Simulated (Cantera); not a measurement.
A Cantera script and its output.

```python
import numpy as np
import cantera as ct

gas = ct.Solution("gri30.yaml")
gas.TPX = 525, 101325, {'H2': 1, 'O2': 0.417, 'N2': 1.57, 'H2O': 0.66}
inlet = ct.Reservoir(gas, clone=True)
gas.equilibrate("HP")  # start burning
reactor = ct.IdealGasConstPressureReactor(gas, energy="on", clone=False)
exhaust = ct.Reservoir(gas, clone=True)
tau = [0.36, 0.16, 0.067, 0.029, 0.012, 0.0053, 0.0023, 0.00099, 0.00042, 0.00018, 7.8e-05, 3.4e-05, 1.4e-05][0]
for a, b in ((inlet, reactor), (reactor, exhaust)):
    ct.MassFlowController(a, b, mdot=lambda t: reactor.mass / tau)
net = ct.ReactorNet([reactor])
show = ['H2', 'O2', 'H2O', 'NO2', 'HO2', 'H']

rows = []
print(f"{'tau/s':>10s}{'T/K':>9s}" + "".join(f"{s:>11s}" for s in show))
for tau in [0.36, 0.16, 0.067, 0.029, 0.012, 0.0053, 0.0023, 0.00099, 0.00042, 0.00018, 7.8e-05, 3.4e-05, 1.4e-05]:
    net.initial_time = 0.0
    net.advance(30 * tau)
    before = gas.X
    net.advance(40 * tau)
    drift = np.max(np.abs(gas.X - before) / (gas.X + 1e-9))
    rows.append([gas.T, *gas[show].X, drift])
    print(f"{tau:10.3e}{gas.T:9.1f}" + "".join(f"{x:11.3e}" for x in gas[show].X))
```

Result:

```
     tau/s      T/K         H2         O2        H2O        NO2        HO2          H
 3.600e-01   2130.6  5.170e-02  1.017e-04  4.602e-01  2.029e-09  4.338e-08  1.198e-03
 1.600e-01   2126.3  5.181e-02  1.615e-04  4.596e-01  1.817e-09  7.652e-08  1.492e-03
 6.700e-02   2118.3  5.204e-02  2.883e-04  4.585e-01  1.637e-09  1.593e-07  2.017e-03
 2.900e-02   2106.0  5.248e-02  5.218e-04  4.568e-01  1.501e-09  3.334e-07  2.799e-03
 1.200e-02   2085.9  5.331e-02  9.763e-04  4.539e-01  1.369e-09  7.026e-07  4.035e-03
 5.300e-03   2057.9  5.461e-02  1.710e-03  4.499e-01  1.251e-09  1.328e-06  5.730e-03
 2.300e-03   2016.2  5.664e-02  2.928e-03  4.441e-01  1.148e-09  2.412e-06  8.286e-03
 9.900e-04   1956.3  5.950e-02  4.799e-03  4.359e-01  1.083e-09  4.200e-06  1.210e-02
 4.200e-04   1873.9  6.314e-02  7.488e-03  4.253e-01  1.049e-09  7.096e-06  1.773e-02
 1.800e-04   1769.9  6.726e-02  1.103e-02  4.127e-01  9.846e-10  1.160e-05  2.536e-02
 7.800e-05   1646.0  7.229e-02  1.571e-02  3.981e-01  8.207e-10  1.881e-05  3.459e-02
 3.400e-05   1500.7  8.236e-02  2.325e-02  3.790e-01  5.439e-10  3.259e-05  4.288e-02
 1.400e-05    525.0  2.742e-01  1.143e-01  1.810e-01  8.243e-20  1.068e-15  3.931e-21
```

Detailed kinetics in Cantera: GRI-Mech 3.0 (53 species, 325 reactions).
